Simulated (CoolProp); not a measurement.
A simple Rankine cycle with n-hexane: condensing at 332.15 K, boiler at 1.41 MPa, turbine inlet 463.1 K, turbine efficiency 0.9, pump efficiency 0.6, no recuperator. Each further row changes one setting.

Model: reference Helmholtz-energy equation of state, Thol 2019, in CoolProp.

```
case                             thermal efficiency (%)  net work (kJ/kg)  heat in (kJ/kg)  turbine exit temperature (K)  volume ratio over the turbine
-------------------------------  ----------------------  ----------------  ---------------  ----------------------------  -----------------------------
as stated                                          16.5              94.4              573                         400.3                           22.7
turbine inlet 483.1 K                              16.1               102              629                             …                           21.4
condensing temperature 324.15 K                       …               104              592                         395.6                           29.7
boiler pressure 0.987 MPa                          14.9              88.1              592                             …                              …
turbine efficiency 0.8                             14.6              83.6              573                         405.4                              …
```

**Question.** Some entries are withheld; supply them.

**Answer.** 
- turbine inlet 483.1 K, turbine exit temperature (K): 422.8
- condensing temperature 324.15 K, thermal efficiency (%): 17.5
- boiler pressure 0.987 MPa, turbine exit temperature (K): 412.0
- boiler pressure 0.987 MPa, volume ratio over the turbine: 14.3
- turbine efficiency 0.8, volume ratio over the turbine: 23.0
